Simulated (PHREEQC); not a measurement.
Consider water at 20 °C with 0.016 mol/kgw CuCl2, 0.00013 mol/kgw H2SO4 and 5.1e-05 mol/kgw FeCl3. Closed to the air; pH follows from the charge balance.

Equilibrium calculation in PHREEQC: ion-association model, phreeqc.dat.

Each row changes one thing in this solution. This is a speciation only: nothing precipitates in the calculation.

```tsv
case	pH	ionic strength (mol/kgw)	SO4-2 (mol/kgw)	HSO4- (mol/kgw)
as made	3.56	0.0474	7.57e-5	1.04e-6
CuCl2 from 0.016 to 0.0016 mol/kgw	3.52	0.00528	0.000108	2.29e-6
FeCl3 replaced by MnCl2 at the same molality	3.65	0.0473	7.60e-5	8.44e-7
CuCl2 replaced by AlCl3 at the same molality	3.42	0.0957	2.50e-5	3.99e-7
temperature from 20 to 85 °C	3.52	0.0390	7.35e-5	5.66e-6
FeCl3 from 5.1e-05 to 1.02e-05 mol/kgw	3.63	0.0472	7.59e-5	8.87e-7
```

Complexes and solids missing from the database can't appear. Some of these states are supersaturated (in Hematite (slow to form), Goethite (slow to form), for instance). Away from 25 °C the constants follow the database's enthalpies or fits; those with neither stay at their 25 °C values.
